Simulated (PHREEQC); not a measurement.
2.4 g of hydrous ferric oxide (600 m²/g; 0.2 weak and 0.005 strong sites per Fe, Dzombak-Morel constants, diffuse double layer) in 1 kg of water with 0.3 mol/kgw of an inert sodium salt and 0.0011 mol/kgw CuSO4, 8.4e-06 mol/kgw NiCl2 and 0.015 mol/kgw MnCl2, at 25 °C; the pH is set by adding NaOH or the inert anion's acid. The system is closed to oxygen. CO2 from the air is kept out. Precipitation was switched off in this run.

Base run: PHREEQC, ion-association model, wateq4f.dat. Each further column changes one thing. The table gives S sorbed (%).

| pH | base | no electrostatic term (-no_edl) | background salt from 0.3 to 0.03 mol/kgw | oxide from 2.4 to 12 g/kgw |
|---|---|---|---|---|
| 3 | 84.8 | 0.3 | 99.1 | 99.1 |
| 3.5 | 84.7 | 0.3 | 99.0 | 99.1 |
| 4.5 | 81.1 | 0.3 | 97.8 | 98.7 |
| 5 | 74.8 | 0.2 | 95.1 | 98.0 |
| 5.5 | 64.3 | 0.2 | 88.6 | 95.8 |
| 6.5 | 37.2 | 0.2 | 63.9 | 78.4 |
| 7 | 31.9 | 0.1 | 59.1 | 67.7 |
| 7.5 | 26.5 | 0.0 | 51.9 | 55.6 |
| 8.5 | 7.4 | 0.0 | 20.2 | 15.5 |
| 9 | 2.6 | 0.0 | 8.2 | 5.1 |
| 9.5 | 0.9 | 0.0 | 2.8 | 1.5 |
| 10.5 | 0.1 | 0.0 | 0.3 | 0.1 |
| 11 | 0.0 | 0.0 | 0.1 | 0.0 |

In at least one series the solution becomes supersaturated in solids that the run did not let form, among them Pyrochroite, Cu(OH)2, Brochantite, Antlerite, Atacamite. The database's constant for dissolved Cu(OH)2 is higher than later reviews accept. The oxide is taken as insoluble; below pH 4 it would dissolve.
